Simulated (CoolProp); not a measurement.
Values from CoolProp's reference Helmholtz-energy equation of state, Lemmon 2006. It is a short technical equation, of lower accuracy than the large ones.

Give the vapour pressure (bar), liquid density (kg/m³), vapour density (kg/m³), liquid cp (kJ/(kg K)) of saturated hydrogen sulfide at 293.4, 319.6, 332.7 K.


| T (K) | p (bar) | liquid density (kg/m³) | vapour density (kg/m³) | liquid cp (kJ/(kg K)) |
|---|---|---|---|---|
| 293.4 | 17.9 | 787 | 30.1 | 2.21 |
| 319.6 | 32.9 | 717 | 56.9 | 2.50 |
| 332.7 | 43.2 | 675 | 77.5 | 2.79 |
